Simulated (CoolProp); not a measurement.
Properties of ethanol along the isobar 0.633 MPa.

Model: reference Helmholtz-energy equation of state, Schroeder 2014, in CoolProp.

```tsv
T (°C)	phase	cp (kJ/(kg K))	isothermal compressibility (1/MPa)	expansivity (1/kK)
-103.25	liquid	…	0.0005316	1.108
-86.95	liquid	1.932	…	1.051
-70.75	liquid	1.958	0.0006245	1.030
-54.45	liquid	1.996	0.0006904	1.023
-38.15	liquid	2.055	0.0007663	1.022
-21.95	liquid	2.131	0.0008507	1.027
-5.65	liquid	2.222	0.0009453	1.040
10.65	liquid	2.328	0.001051	1.062
26.95	liquid	2.449	0.001171	1.096
43.15	liquid	…	…	1.147
59.45	liquid	2.737	0.001480	1.220
75.75	liquid	2.901	…	1.320
```

Complete the blanks.


- -103.25, cp (kJ/(kg K)): 1.880
- -86.95, isothermal compressibility (1/MPa): 0.0005706
- 43.15, cp (kJ/(kg K)): 2.585
- 43.15, isothermal compressibility (1/MPa): 0.001311
- 75.75, isothermal compressibility (1/MPa): 0.001691
